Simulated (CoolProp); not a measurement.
Vapour-liquid equilibrium of R134a (1) + methanol (2) at 2.14 bar; x and y are mole fractions of (1).

The numbers come from the multi-fluid Helmholtz-energy mixture model, Tillner-Roth 1994 and de Reuck 1993; pair parameters Bell 2016 in CoolProp.

Question: Give the bubble temperature and the first vapour's composition at x = 0.5, 0.8, 0.95. Is there an azeotrope?

Answer: x = 0.5: 275.5 K, y = 0.981; x = 0.8: 269.7 K, y = 0.991; x = 0.95: 266.1 K, y = 0.998. No azeotrope shows between x = 0.05 and 0.95.

The pair parameters rest on a limited set of measurements; away from them the model extrapolates. With so large a gap from Raoult's law the liquid may split in two, which this calculation doesn't test in full.
